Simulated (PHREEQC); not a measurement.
Solution (25 °C): 0.18 mol NaH2PO4, 0.054 mol HNO3 and 0.007 mol ZnSO4 per kg of water. Closed to the air; pH follows from the charge balance.

Computed with PHREEQC (ion-association model, wateq4f.dat).

```csv
quantity,before,after
pH,2.45,2.63
ionic strength (mol/kgw),0.207,0.295
H2PO4- (mol/kgw),0.131,0.219
H3PO4 (mol/kgw),0.0489,0.0507
HPO4-2 (mol/kgw),5.76e-6,1.63e-5
NaHPO4- (mol/kgw),5.90e-7,2.22e-6
```

Name the change that produced these shifts.
(A) NaH2PO4 from 0.18 to 0.27 mol/kgw
(B) ZnSO4 left out
(C) ZnSO4 replaced by K2SO4 at the same molality
(D) NaH2PO4 from 0.18 to 0.36 mol/kgw
(E) temperature from 25 to 80 °C

A, NaH2PO4 from 0.18 to 0.27 mol/kgw

Precipitation was switched off in this run. H3PO4, which wateq4f.dat lacks, is added to it with the constant of phreeqc.dat. The database has no phosphate complexes of Zn.
